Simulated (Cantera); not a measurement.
An adiabatic, constant-pressure homogeneous reactor starts with 18.3 % CO, 4.21 % H2, 12.9 % O2, 48.7 % N2, 15.9 % H2O, at 1375 K and 3900 Torr.

Computed with Cantera and GRI-Mech 3.0 (53 species, 325 reactions). The hydrogen kinetics of GRI-Mech 3.0 are dated; newer H2 mechanisms differ, most at raised pressure.

Predict: time of steepest temperature rise; temperature at 0.100 s; equilibrium temperature; x(CO) at 0.100 s; x(H2) at 0.100 s; x(O2) at 0.100 s; x(H2O) at 0.100 s; x(OH) at 0.100 s.


- time of steepest temperature rise = 14.6 µs
- temperature at 0.100 s = 2628 K
- equilibrium temperature = 2628 K
- x(CO) at 0.100 s = 0.0310 (gas-phase equilibrium 0.0310)
- x(H2) at 0.100 s = 0.00581 (gas-phase equilibrium 0.00581)
- x(O2) at 0.100 s = 0.0288 (gas-phase equilibrium 0.0288)
- x(H2O) at 0.100 s = 0.209 (gas-phase equilibrium 0.209)
- x(OH) at 0.100 s = 0.0123 (gas-phase equilibrium 0.0123)
